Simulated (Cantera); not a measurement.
A closed system holds: 1 mol SiH₄, 270 mol H₂, equilibrated at 2275 °C and 28000 Pa.

Equilibrium computed with Cantera from the NASA thermochemical tables; the gas is ideal and each condensed phase is pure. Candidate condensed phases: Si; 9 gas species. Gases not in the tables: Si₂H₆ and higher silanes. Equilibrium is a limit: real reactors are often held back by kinetics, nucleation or transport.

Task: What is the equilibrium state?

Result: 
```json
{
  "x(H₂)": "0.940",
  "x(H)": "0.0567",
  "x(Si)": "0.00302",
  "x(SiH)": "0.000380",
  "x(SiH₂)": "0.000142",
  "x(Si₂)": "1.08e-5",
  "gas_amount": "280.9 mol",
  "log10 activity of Si(l) (absent)": "-0.90"
}
```
